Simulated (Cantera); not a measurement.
## Equilibrium for chlorosilane synthesis and conversion: SiCl4 + Cl2 + H2

Input: 1 mol SiCl4, 1.8 mol Cl2, 11 mol H2, at 1402 °C and 13.0 bar.

Method: chemical equilibrium by Gibbs-energy minimisation in Cantera with the NASA 1993 tables (ideal gas, pure condensed phases). Candidate condensed phases: Si; 19 gas species. The tables' values for SiCl3 are old estimates; treat these amounts as uncertain. Rates play no part.

```
Quantity                             Result
--------------------------------  ---------
x(H2)                                 0.624
x(HCl)                                0.304
x(SiCl4)                             0.0344
x(SiCl3)                             0.0130
x(SiHCl3)                            0.0127
x(SiCl2)                             0.0103
x(SiH2Cl2)                         0.000812
x(H)                                2.54e-5
x(SiH3Cl)                           1.57e-5
gas amount                        14.04 mol
log10 activity of Si(s) (absent)      -1.72
```
